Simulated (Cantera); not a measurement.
Thermodynamics of halide evaporation, hydrolysis and transport, feed FeCl3 + H2

A closed system holds: 1 mol FeCl3, 21 mol H2, at 1.10 mbar.

Equilibrium computed with Cantera from the NASA thermochemical tables; the gas is ideal and each condensed phase is pure. Candidate condensed phases: Fe, FeCl2, FeCl3; 11 gas species. Rates play no part.

```tsv
T (°C)	x H2	x HCl	x FeCl2	x Fe	n Fe(α)	n Fe(γ)	n Fe(δ)
550	0.868	0.131	0.00116	<1e-12	0.974	0	0
650	0.869	0.129	0.00221	<1e-12	0.950	0	0
750	0.870	0.126	0.00358	4.07e-11	0.919	0	0
850	0.872	0.123	0.00508	2.83e-9	0.886	0	0
950	0.873	0.120	0.00662	9.61e-8	0	0.851	0
1050	0.875	0.117	0.00815	1.89e-6	0	0.817	0
1150	0.876	0.114	0.00962	2.42e-5	0	0.783	0
1250	0.877	0.111	0.0110	0.000221	0	0.747	0
1350	0.876	0.108	0.0123	0.00152	0	0.689	0
1450	0.868	0.105	0.0133	0.00830	0	0	0.509
```
x: gas mole fraction; n: condensed amount in mol.

From 550 °C to 850 °C the condensed part is Fe(α). From 950 °C to 1350 °C the condensed part is Fe(γ). At 1450 °C the condensed part is Fe(δ). The main Fe-bearing gas is FeCl2 throughout. The share of Fe in condensed phases is highest at 550 °C (97.4 %) and lowest at 1450 °C (50.9 %).
